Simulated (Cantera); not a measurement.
Input: 1 mol Ta2O5, 6.3 mol C, 0.052 mol CO.

Method: chemical equilibrium by Gibbs-energy minimisation in Cantera with the NASA 1993 tables (ideal gas, pure condensed phases). Candidate condensed phases: C, Ta, TaC, Ta2O5; 15 gas species. Mutual solubility and eutectic melting of coexisting phases are not modelled. TaC: taken at fixed stoichiometry. Condensed phases not in the tables: Ta2C, N, O or C dissolved in the metal. Rates play no part.

Stable condensed phases, one row left out:

```
T in K \ P in Pa
              10      42     180     750    3200   13000   56000  240000 1000000
   2623        A       A       A       A       A       A       A       B       B
   2473        A       A       A       A       A       A       B       B       B
   2323        A       A       A       A       A       B       B       B       B
   2023        A       A       A       B       B       B       B       B       B
   1873        A       A       B       B       B       B       B       B       B
   1723        B       B       B       B       B       B       B       B       B
   1573        B       B       B       B       B       B       B       B       B
   1423        B       B       B       B       B       B       B       C       C
   1273        B       B       B       B       B       B       C       C       C
   1123        B       B       B       B       C       C       C       C       C
    973        B       C       C       C       C       C       C       C       C
```

A: Ta + TaC; B: TaC + Ta2O5; C: C + Ta2O5.

**Question.** Give the row for 2173 K.

**Answer.** 10: Ta + TaC; 42: Ta + TaC; 180: Ta + TaC; 750: Ta + TaC; 3200: TaC + Ta2O5; 13000: TaC + Ta2O5; 56000: TaC + Ta2O5; 240000: TaC + Ta2O5; 1000000: TaC + Ta2O5.
